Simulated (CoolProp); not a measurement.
Properties of C3F8 (R218) at several states.

Values from CoolProp's reference Helmholtz-energy equation of state, Lemmon 2006. It is a short technical equation, of lower accuracy than the large ones.

```
T (K)  p (MPa)          phase  cp (kJ/(kg K))  cv (kJ/(kg K))  isothermal compressibility (1/MPa)  expansivity (1/kK)  conductivity (mW/(m K))  fugacity coefficient
-----  -------  -------------  --------------  --------------  ----------------------------------  ------------------  -----------------------  --------------------
338.7   0.0593            gas          0.8510          0.8050                               17.00               3.035                     15.7                0.9922
243.2      1.1         liquid          0.9873          0.6979                            0.003296               2.497                     60.7                0.1235
205.4     5.14         liquid          0.9045          0.6313                            0.001654               1.958                     72.0              0.005122
387.3     6.34  supercritical           1.463          0.9292                              0.1315               11.98                     35.2                0.5455
229.8    0.246         liquid          0.9601          0.6746                            0.002688               2.339                     63.9                0.2936
255.9    0.286         liquid           1.022          0.7204                            0.004385               2.815                     56.7                0.7302
```

Thermal conductivity comes from a separate model (Huber 2003), an estimate that may be off by 10 % or more.
